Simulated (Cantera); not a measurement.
An isothermal, constant-pressure homogeneous reactor starts with 2.63 % C2H6, 97.4 % N2, at 1923 K and 0.132 atm.

Detailed kinetics in Cantera: GRI-Mech 3.0 (53 species, 325 reactions). GRI-Mech 3.0 stops at C3 and has no aromatics, soot or wall deposition, so with more carbon than oxygen in the feed, carbon stays in small species such as C2H2 where larger ones or solid carbon would form.

Task: Predict: x(CH4) at 20.0 s; x(CH2) at 20.0 s; x(C2H) at 20.0 s; x(C2H2) at 20.0 s; x(H2) at 20.0 s; x(H) at 20.0 s.

Result: 
| Item | Value |
|---|---|
| x(CH4) at 20.0 s | 2.45e-6 (gas-phase equilibrium 2.39e-6) |
| x(CH2) at 20.0 s | 8.16e-9 (gas-phase equilibrium 7.96e-9) |
| x(C2H) at 20.0 s | 4.12e-6 (gas-phase equilibrium 7.18e-7) |
| x(C2H2) at 20.0 s | 0.0249 (gas-phase equilibrium 0.00433) |
| x(H2) at 20.0 s | 0.0497 (gas-phase equilibrium 0.0497) |
| x(H) at 20.0 s | 0.000579 (gas-phase equilibrium 0.000579) |
